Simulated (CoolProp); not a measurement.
Vapour-liquid equilibrium of n-butane (1) + acetone (2) at 2.21 bar; x and y are mole fractions of (1).

Values from CoolProp's multi-fluid Helmholtz-energy mixture model, Bücker 2006 and Lemmon 2006; pair parameters Bell 2016.

**Question.** Give the bubble temperature and the first vapour's composition at x = 0.35, 0.45, 0.55. Is there an azeotrope?

**Answer.** x = 0.35: 29.1 °C, y = 0.861; x = 0.45: 27.2 °C, y = 0.877; x = 0.55: 26.1 °C, y = 0.886. No azeotrope shows between x = 0.05 and 0.95.

The pair parameters rest on a limited set of measurements; away from them the model extrapolates. With so large a gap from Raoult's law the liquid may split in two, which this calculation doesn't test in full.
